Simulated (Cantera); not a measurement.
A closed system holds: 1 mol BCl3, 8.9 mol H2O, 0.15 mol N2, 0.069 mol O2, equilibrated at 902 °C and 14.0 Pa.

Cantera equilibrium calculation (NASA polynomials, part measured and part estimated; ideal gas, pure solids and liquids). Candidate condensed phases: B, BN, B2O3, B3O3H3, H2O, NH4Cl; 49 gas species. The numbers say what is thermodynamically allowed, not how fast it happens.

Base state: H2O 0.663, HCl 0.276, HBO2 0.0398, N2 0.0138, O2 0.00609, Cl 0.00108, (HBO2)3 8.22e-5, B2O3 2.85e-5 (mole fractions); condensed: B2O3(l).

Q: What changes in the equilibrium state with this change: BCl3 replaced by B2O3?

A: 
```
species        before     after
------------  -------  --------
H2O             0.663     0.929
HBO2           0.0398    0.0471
N2             0.0138    0.0161
HCl             0.276         0
Cl            0.00108         0
Cl2           1.24e-5         0
(HBO2)3       8.22e-5  0.000136
OH            2.07e-5   2.57e-5
B2O3(l), mol    0.283     0.778
```
Gases not in the tables: H3BO3.
